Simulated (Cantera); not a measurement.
## Catalytic combustion on Pt

An isothermal plug-flow reactor at 950 K and 1050 Torr (inlet), inlet velocity 1.1 m/s, active area per volume 180 1/m; feed H2 : O2 : N2 = 0.0022 : 0.14 : 0.79 (molar parts).

Computed with Cantera and Deutschmann's 1995 Pt surface mechanism with GRI-Mech 3.0 gas chemistry. Catalytic surfaces can have several steady states; this one follows from the mechanism file's or the stated starting coverage. Mass transfer to the wall is taken as infinitely fast.

| z (m) | x H2 | x O2 | x H2O | θ free Pt | θ O* |
|---|---|---|---|---|---|
| 3.3e-05 | 0.00230 | 0.150 | 6.02e-5 | 0.128 | 0.871 |
| 5.8e-05 | 0.00226 | 0.150 | 0.000105 | 0.128 | 0.871 |
| 0.0001 | 0.00218 | 0.150 | 0.000177 | 0.128 | 0.871 |
| 0.00018 | 0.00205 | 0.150 | 0.000309 | 0.127 | 0.872 |
| 0.00033 | 0.00183 | 0.150 | 0.000533 | 0.126 | 0.873 |
| 0.00058 | 0.00151 | 0.150 | 0.000850 | 0.125 | 0.875 |
| 0.001 | 0.00110 | 0.150 | 0.00126 | 0.123 | 0.877 |
| 0.0018 | 0.000610 | 0.149 | 0.00175 | 0.120 | 0.879 |
| 0.0033 | 0.000205 | 0.149 | 0.00216 | 0.118 | 0.881 |
x: gas mole fraction; θ: surface coverage.
